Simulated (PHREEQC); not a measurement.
A solution holds 0.15 mol/kgw Cu(NO3)2 and 0.036 mol/kgw NaCl, at 25 °C. Closed to the air; pH follows from the charge balance.

Equilibrium calculation in PHREEQC: ion-association model, wateq4f.dat.

```json
[
 {"quantity": "pH", "before": "4.15", "after": "4.30"},
 {"quantity": "ionic strength (mol/kgw)", "before": "0.479", "after": "0.480"},
 {"quantity": "Cu2(OH)2+2 (mol/kgw)", "before": "4.17e-5", "after": "7.91e-5"},
 {"quantity": "CuOH+ (mol/kgw)", "before": "8.01e-6", "after": "1.10e-5"},
 {"quantity": "Cu(OH)2 (mol/kgw)", "before": "1.38e-7", "after": "2.65e-7"},
 {"quantity": "SI of Cu2(OH)3NO3 (Cu2(OH)3NO3)", "before": "-0.39", "after": "+0.04"},
 {"quantity": "SI of Tenorite (CuO)", "before": "-0.75", "after": "-0.46"}
]
```

Q: Which change was made?
A) 0.0039 mol/kgw LiF added
B) NaCl left out
C) 0.0017 mol/kgw NaHCO3 added
D) temperature from 25 to 30 °C
E) NaCl from 0.036 to 0.0036 mol/kgw

A: A, 0.0039 mol/kgw LiF added

No solid was allowed to form. Some of these states are supersaturated (in Atacamite, for instance).
